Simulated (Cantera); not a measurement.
Standard-state values (1 bar) from the NASA 1993 polynomials, evaluated with Cantera. Values are per mole of reaction as written; species without (g) are pure solids or liquids, kept so even where they would boil at 1 bar.

4 Li + O2(g) ⇌ 2 Li2O

```csv
T (K),ΔH° (kJ),ΔS° (J/K),ΔG° (kJ),log10 K
723,…,…,…,…
748,…,…,…,…
773,-1212.4,-280.3,-995.7,67.28
798,-1212.2,-280.0,-988.7,64.72
823,-1211.9,-279.6,-981.7,62.31
848,-1211.5,-279.2,-974.7,60.04
873,…,…,…,…
898,-1210.8,-278.4,-960.8,55.89
923,-1210.3,-277.9,-953.9,53.98
```

**Question.** Fill in the missing entries.

**Answer.** 
- 723, ΔH° (kJ): -1212.8
- 723, ΔS° (J/K): -280.8
- 723, ΔG° (kJ): -1009.8
- 723, log10 K: 72.95
- 748, ΔH° (kJ): -1212.6
- 748, ΔS° (J/K): -280.6
- 748, ΔG° (kJ): -1002.7
- 748, log10 K: 70.02
- 873, ΔH° (kJ): -1211.2
- 873, ΔS° (J/K): -278.8
- 873, ΔG° (kJ): -967.8
- 873, log10 K: 57.90
